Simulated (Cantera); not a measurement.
Charge: 1 mol B2H6, 0.85 mol O2, at 1423.15 K and 113 Torr.

Equilibrium computed with Cantera from the NASA thermochemical tables; the gas is ideal and each condensed phase is pure. Candidate condensed phases: B, B2O3, B3O3H3, H2O; 23 gas species. The feed counts by its element totals alone. Mutual solubility and eutectic melting of coexisting phases are not modelled. Rates play no part.

Base state: H2 0.993, HBO 0.00382, B3O3H3 0.00267, B2O2 0.000136, HBO2 7.97e-5, B2O3 2.74e-5, H 1.71e-5 (mole fractions); condensed: B(s) + B2O3(l).

**Question.** What changes in the equilibrium state with this change: temperature from 1423.15 K to 950 K?

**Answer.** 
| species | before | after |
|---|---|---|
| H2 | 0.993 | 0.998 |
| B3O3H3 | 0.00267 | 0.00221 |
| HBO | 0.00382 | 6.24e-7 |
| B2O2 | 0.000136 | <1e-9 |
| HBO2 | 7.97e-5 | 1.93e-9 |
| B2O3 | 2.74e-5 | <1e-9 |
| H | 1.71e-5 | 1.43e-9 |
| B(s), mol | 0.855 | 0.860 |
| B2O3(l), mol | 0.554 | 0.560 |

**Question.** What changes in the equilibrium state with this change: pressure from 113 Torr to 1.28 Torr?

**Answer.** 
```csv
species,before,after
H2,0.993,0.949
HBO,0.00382,0.0351
B2O2,0.000136,0.0120
B2O3,2.74e-5,0.00242
BO,1.93e-6,0.000170
B3O3H3,0.00267,0.000265
"B(s), mol",0.855,0.805
"B2O3(l), mol",0.554,0.496
```

**Question.** What changes in the equilibrium state with this change: temperature from 1423.15 K to 2375 K?

**Answer.** 
```json
[
 {"species": "H2", "before": "0.993", "after": "0.635"},
 {"species": "HBO", "before": "0.00382", "after": "0.169"},
 {"species": "BO", "before": "1.93e-6", "after": "0.0820"},
 {"species": "H", "before": "1.71e-5", "after": "0.0290"},
 {"species": "B2O2", "before": "0.000136", "after": "0.0768"},
 {"species": "B2O", "before": "3.37e-9", "after": "0.00258"},
 {"species": "B", "before": "<1e-9", "after": "0.000163"},
 {"species": "BH", "before": "<1e-9", "after": "3.61e-5"},
 {"species": "B3O3H3", "before": "0.00267", "after": "2.97e-7"},
 {"species": "BH2", "before": "4.24e-6", "after": "0.00176"},
 {"species": "B(s), mol", "before": "0.855", "after": "0"},
 {"species": "B2O3(l), mol", "before": "0.554", "after": "0"},
 {"species": "B(l), mol", "before": "0", "after": "0.296"}
]
```
The tables' values for BH2 are old estimates; treat these amounts as uncertain. Gases not in the tables: B2H6 and higher boranes.
